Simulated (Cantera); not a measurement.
A diamond (100) surface in a fixed gas of H2 with x(CH4) = 0.007, x(H) = 0.0004, x(CH3) = 1.2e-05, at 1200 K; coverages are run to steady state.

Cantera simulation using the Harris–Goodwin 1993 mechanism for the reconstructed diamond (100) surface; the numbers are that mechanism's predictions, not measurements.

θ: site fractions in the mechanism's names (c6HH fully hydrogenated, c6H* and c6*H radical sites, c6** diradical, c6HM methylated).

```tsv
P (Pa)	growth (µm/h)	θ c6HH	θ c6H*	θ c6*H	θ c6**	θ c6HM
590	0.00244	0.499	0.0352	0.450	0.0157	1.99e-5
1000	0.00467	0.499	0.0352	0.450	0.0157	3.42e-5
1800	0.00960	0.499	0.0352	0.450	0.0157	6.21e-5
3100	0.0191	0.499	0.0352	0.450	0.0157	0.000107
5400	[?]	0.499	0.0352	0.450	0.0157	[?]
9500	0.0908	0.498	0.0352	0.450	0.0157	0.000318
16000	[?]	0.498	0.0352	0.450	0.0157	[?]
29000	0.529	0.498	0.0351	0.450	0.0157	0.000875
```

Question: Fill in the missing entries.

Answer: 
- 5400, growth (µm/h): 0.0402
- 5400, θ c6HM: 0.000185
- 16000, growth (µm/h): 0.203
- 16000, θ c6HM: 0.000517
